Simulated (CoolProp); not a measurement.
Vinyl chloride along the isotherm 430 K: Z from the reference equation and from simpler models built on Tc = 425.0 K, pc = 5.600 MPa, ω = 0.160; each cubic takes its own stable root.

Model: reference Helmholtz-energy equation of state, Thol 2022, in CoolProp.

```
p (MPa)          phase  reference
-------  -------------  ---------
0.0885             gas     0.9951
0.149              gas     0.9917
0.252              gas     0.9858
0.426              gas     0.9759
0.718              gas     0.9587
1.21               gas     0.9286
2.05               gas     0.8730
3.45               gas     0.7632
5.83     supercritical     0.4217
9.83     supercritical     0.2825
16.6     supercritical     0.4257
28       supercritical     0.6594
```

Problem. How far does each simpler model (van der Waals, Redlich-Kwong, Soave-Redlich-Kwong, Peng-Robinson) lie from the reference over these 12 states: mean and median of the absolute difference, and the worst?

Solution. 
- van der Waals: mean 9.9 %, median 0.6 %, worst +38.8 % at 430 K and 9.83 MPa
- Redlich-Kwong: mean 3.0 %, median 0.4 %, worst +15.3 % at 430 K and 9.83 MPa
- Soave-Redlich-Kwong: mean 3.3 %, median 0.3 %, worst +15.9 % at 430 K and 9.83 MPa
- Peng-Robinson: mean 1.6 %, median 0.9 %, worst +4.6 % at 430 K and 9.83 MPa
